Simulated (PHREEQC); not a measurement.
0.072 g of hydrous ferric oxide (600 m²/g; 0.2 weak and 0.005 strong sites per Fe, Dzombak-Morel constants, diffuse double layer) in 1 kg of water with 0.3 mol/kgw of an inert sodium salt and 5.3e-07 mol NaF, at 25 °C; the pH is set by adding NaOH or the inert anion's acid. Oxygen alone is held at its pressure in air (log pO2 = -0.68). No CO2 enters from the air. Precipitation was switched off in this run.

Base run: PHREEQC, ion-association model, wateq4f.dat. Each further column changes one thing. The table gives F sorbed (%).

| pH | base | background salt from 0.3 to 0.03 mol/kgw | oxide from 0.072 to 0.36 g/kgw | 0.00015 mol/kgw NiCl2 added |
|---|---|---|---|---|
| 3 | 15.7 | 64.4 | 48.2 | 15.7 |
| 3.67 | 22.2 | 72.7 | 58.7 | 22.1 |
| 4.33 | 22.3 | 67.1 | 59.0 | 22.3 |
| 5 | 17.6 | 51.3 | 51.7 | 17.6 |
| 5.67 | 10.7 | 30.1 | 37.6 | 10.8 |
| 6.33 | 5.2 | 12.9 | 21.7 | 5.4 |
| 7 | 2.1 | 4.1 | 9.6 | 2.5 |
| 7.67 | 0.7 | 1.1 | 3.5 | 1.3 |
| 8.33 | 0.2 | 0.3 | 1.1 | 0.5 |
| 9 | 0.1 | 0.1 | 0.4 | 0.1 |
| 9.67 | 0.0 | 0.0 | 0.1 | 0.0 |
| 10.33 | 0.0 | 0.0 | 0.0 | 0.0 |
| 11 | 0.0 | 0.0 | 0.0 | 0.0 |

The oxide is taken as insoluble; below pH 4 it would dissolve. In at least one series the solution becomes supersaturated in solids that the run did not let form, among them Ni(OH)2.
